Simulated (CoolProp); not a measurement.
Vapour-liquid equilibrium of CF4 (R14) (1) + CHF3 (R23) (2) at 0.194 MPa; x and y are mole fractions of (1).

Model: multi-fluid Helmholtz-energy mixture model, Platzer 1990 and Penoncello 2003; pair parameters Bell 2016, in CoolProp. This equation is an older, rougher fit; its heat capacities, sound speeds and derivatives of the liquid may be far off and weren't checked against measurements.

```
x     bubble temperature (K)  y at the bubble point  dew temperature at overall composition x (K)  liquid density (mol/L)
----  ----------------------  ---------------------  --------------------------------------------  ----------------------
0.05              (withheld)                  0.669                                         202.1              (withheld)
0.2               (withheld)             (withheld)                                         198.8                   20.93
0.35              (withheld)             (withheld)                                         195.0                   20.28
0.5               (withheld)                  0.960                                         190.4                   19.53
0.65                   157.6                  0.961                                         184.6                   18.81
0.8                    157.0                  0.967                                         176.4                   18.19
0.95              (withheld)                  0.987                                         159.8                   17.72
```

Question: Some entries are withheld; supply them.

Answer: 
- 0.05, bubble temperature (K): 183.7
- 0.05, liquid density (mol/L): 20.72
- 0.2, bubble temperature (K): 162.5
- 0.2, y at the bubble point: 0.935
- 0.35, bubble temperature (K): 158.6
- 0.35, y at the bubble point: 0.956
- 0.5, bubble temperature (K): 157.8
- 0.95, bubble temperature (K): 155.6

No azeotrope shows between x = 0.05 and 0.95.

The pair parameters rest on a limited set of measurements; away from them the model extrapolates. With so large a gap from Raoult's law the liquid may split in two, which this calculation doesn't test in full.
